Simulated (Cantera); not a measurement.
# Stirred combustor or abatement burner

A perfectly stirred reactor is fed with 15.9 % CH₄, 17.6 % O₂, 66.5 % N₂, at 1.00 bar; it is adiabatic with a 750 K inlet, and is followed from long to short residence time, starting on the burning branch (τ in s: 0.23, 0.059, 0.015, 0.0038, 0.00095, 0.00024, 6.1e-05, 1.5e-05, 3.9e-06).

Detailed kinetics in Cantera: GRI-Mech 3.0 (53 species, 325 reactions).

```
τ (s)    T (K)     x CH₄      x O₂    x H₂    x HCO    x HO₂   x H₂O
-------  -----  --------  --------  ------  -------  -------  ------
0.23      2027  0.000861   5.67e-5   0.131  5.73e-8  1.01e-8   0.145
0.059     2032   0.00191  0.000194   0.126  1.17e-7  3.57e-8   0.148
0.015     2036   0.00334  0.000624   0.117  3.03e-7  1.24e-7   0.153
0.0038    2030   0.00513   0.00191   0.107  9.00e-7  4.53e-7   0.159
0.00095   1994   0.00837   0.00617  0.0962  2.90e-6  2.07e-6   0.161
0.00024    750     0.159     0.176  <1e-12   <1e-12   <1e-12  <1e-12
6.1e-5     750     0.159     0.176  <1e-12   <1e-12   <1e-12  <1e-12
1.5e-5     750     0.159     0.176  <1e-12   <1e-12   <1e-12  <1e-12
3.9e-6     750     0.159     0.176  <1e-12   <1e-12   <1e-12  <1e-12
```
x: mole fraction; the columns are a selection and need not sum to one.
